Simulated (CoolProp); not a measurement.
Saturation properties of propylene.

Values from CoolProp's reference Helmholtz-energy equation of state, Lemmon 2013.

```tsv
T (K)	p (MPa)	liquid density (kg/m³)	enthalpy of vaporisation (kJ/kg)	liquid viscosity (µPa s)	liquid conductivity (mW/(m K))
261.1	0.4005	563.4	395.1	…	129
267.6	0.4931	554.2	…	127	126
274.1	0.6008	544.7	…	119	123
280.6	0.7250	534.9	365.9	112	…
287.1	0.8672	524.7	355.0	105	117
293.7	1.032	513.9	343.3	99.1	113
300.2	1.215	502.7	330.9	93.2	110
306.7	1.420	491.0	317.6	87.6	107
```

### Question
Complete the blanks.

### Answer

- 261.1, liquid viscosity (µPa s): 135
- 267.6, enthalpy of vaporisation (kJ/kg): 385.8
- 274.1, enthalpy of vaporisation (kJ/kg): 376.1
- 280.6, liquid conductivity (mW/(m K)): 120

It boils at 225.5 K under 1 atm.

Viscosity comes from a separate model (Huber 2003), an estimate that may be off by 10 % or more. Thermal conductivity comes from a separate model (Huber 2003), an estimate that may be off by 10 % or more.
